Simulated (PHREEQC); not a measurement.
A column of 0.5 m (40 cells, dispersivity 0.018 m, 60 s a shift, diffusion coefficient 3e-10 m²/s) holds 0.007 eq of the database's cation exchanger X per kg of pore water, first in equilibrium with 9.8 mmol/kgw MgCl2, 6.9 mmol/kgw ZnSO4 and 0.01 mmol/kgw HCl. It is flushed with 0.0035 mol/kgw KCl, 0.0013 mol/kgw NaCl, 0.0006 mol/kgw CuCl2 and 1e-05 mol/kgw HCl, at 25 °C. Values are for the last cell. CO2 from the air is kept out. Precipitation was switched off in this run.

The series has 34 steps of pore volumes, from 0 to 4.963.

Model: ion-association model, phreeqc.dat, run in PHREEQC.

Problem. After how many pore volumes does K at the outlet first reach half of its feed value?

Solution. By 1.5 pore volumes.

Problem. After how many pore volumes does Na at the outlet first reach half of its feed value?

Solution. By 1.1 pore volumes.

Problem. After how many pore volumes does Cu at the outlet first reach half of its feed value?

Solution. By 4.7 pore volumes.

Species that the database lacks are ignored.
